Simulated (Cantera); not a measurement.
A diamond (100) surface in a fixed gas of H2 with x(CH4) = 0.012, x(H) = 0.0005, at 1150 K, 8.25 Torr; coverages are run to steady state.

Cantera simulation using the Harris–Goodwin 1993 mechanism for the reconstructed diamond (100) surface; the numbers are that mechanism's predictions, not measurements.

θ: site fractions in the mechanism's names (c6HH fully hydrogenated, c6H* and c6*H radical sites, c6** diradical, c6HM methylated).

```
x(CH3)   growth (µm/h)  θ c6HH  θ c6H*  θ c6*H  θ c6**    θ c6HM
-------  -------------  ------  ------  ------  ------  --------
1e-06         0.000535   0.507  0.0314   0.446  0.0158   1.07e-5
2.1e-06        0.00112   0.507  0.0314   0.446  0.0157   2.26e-5
4.5e-06            ___   0.507  0.0314   0.446  0.0157       ___
9.7e-06        0.00518   0.507  0.0314   0.446  0.0157  0.000104
2.1e-05         0.0112   0.507  0.0314   0.446  0.0156  0.000225
4.4e-05         0.0233   0.507  0.0314   0.445  0.0155  0.000470
9.4e-05         0.0490   0.506  0.0314   0.445  0.0153  0.000999
0.0002           0.101   0.505  0.0313   0.443  0.0147   0.00210
0.00043            ___   0.502  0.0311   0.441  0.0137       ___
```

Q: Fill in the missing entries.

A: 
- 4.5e-06, growth (µm/h): 0.00241
- 4.5e-06, θ c6HM: 4.83e-5
- 0.00043, growth (µm/h): 0.206
- 0.00043, θ c6HM: 0.00440
